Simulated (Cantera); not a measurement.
A closed system holds: 1 mol SiC, 0.011 mol O2, 4.5 mol H2, at 1975 °C and 3500 Pa.

Cantera equilibrium calculation (NASA polynomials, part measured and part estimated; ideal gas, pure solids and liquids). Candidate condensed phases: C, C6H6, C7H8, C8H18, H2O, Si, SiC, SiO2; 123 gas species. Gases not in the tables: Si2H6 and higher silanes. Equilibrium is a limit: real reactors are often held back by kinetics, nucleation or transport.

**Question.** What is the equilibrium state?

**Answer.** 
| Property | Result |
|---|---|
| x(H2) | 0.951 |
| x(H) | 0.0383 |
| x(Si) | 0.00462 |
| x(CO) | 0.00440 |
| x(C2H2 (acetylene)) | 0.000625 |
| x(SiO) | 0.000344 |
| x(SiH) | 0.000340 |
| x(Si2C) | 0.000318 |
| x(SiC2) | 0.000105 |
| n(SiC(s)) | 0.971 mol |
| gas amount | 4.635 mol |
| log10 activity of C(graphite) (absent) | -0.35 |
| log10 activity of Si(l) (absent) | -0.56 |
